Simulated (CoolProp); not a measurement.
A closed Brayton cycle with carbon dioxide: compressor inlet 329.15 K and 9.5 MPa, high pressure 18.2 MPa, turbine inlet 745 K, compressor efficiency 0.8, turbine efficiency 0.9, recuperator effectiveness 0.8 (on enthalpy, no pinch check). Each further row changes one setting.

Computed with CoolProp (reference Helmholtz-energy equation of state, Span 1996).

```
case                           thermal efficiency (%)  net work (kJ/kg)  compressor to turbine work  compressor exit (K)  turbine exit (K)
-----------------------------  ----------------------  ----------------  --------------------------  -------------------  ----------------
as stated                                  (withheld)              47.0                        0.40                380.5             670.6
turbine inlet 695 K                              21.0              40.9                        0.43                380.5        (withheld)
compressor inlet 339.15 K                        21.3        (withheld)                  (withheld)                396.1             670.6
high pressure 15.5 MPa                     (withheld)              37.1                        0.38                367.6        (withheld)
recuperator effectiveness 0.5              (withheld)              47.0                        0.40                380.5             670.6
```

Some entries are withheld; supply them.


- as stated, thermal efficiency (%): 22.2
- turbine inlet 695 K, turbine exit (K): 623.4
- compressor inlet 339.15 K, net work (kJ/kg): 42.0
- compressor inlet 339.15 K, compressor to turbine work: 0.46
- high pressure 15.5 MPa, thermal efficiency (%): 19.4
- high pressure 15.5 MPa, turbine exit (K): 688.8
- recuperator effectiveness 0.5, thermal efficiency (%): 14.9
